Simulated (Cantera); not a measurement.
An isothermal, constant-pressure homogeneous reactor starts with 53.3 % N2O, 0.394 % H2, 46.3 % N2, at 1423 K and 548 Torr.

Cantera simulation using GRI-Mech 3.0 (53 species, 325 reactions); the numbers are that mechanism's predictions, not measurements. GRI-Mech 3.0 was tuned for natural gas; its chemistry of N2O as a main component is partial and can be far from experiment. The temperature is held fixed by assumption; the heat of reaction is taken as removed at once.

Task: Predict: x(N2O) at 1.00 s; x(H2) at 1.00 s; x(NO) at 1.00 s; x(HO2) at 1.00 s; x(OH) at 1.00 s; x(O2) at 1.00 s.

Result: 
```
Quantity                                            Value
----------------  ---------------------------------------
x(N2O) at 1.00 s  4.60e-5 (gas-phase equilibrium 4.43e-8)
x(H2) at 1.00 s   5.71e-9 (gas-phase equilibrium 5.13e-9)
x(NO) at 1.00 s   0.0668 (gas-phase equilibrium 0.000824)
x(HO2) at 1.00 s  1.57e-8 (gas-phase equilibrium 1.77e-8)
x(OH) at 1.00 s   7.16e-6 (gas-phase equilibrium 7.38e-6)
x(O2) at 1.00 s       0.175 (gas-phase equilibrium 0.209)
```
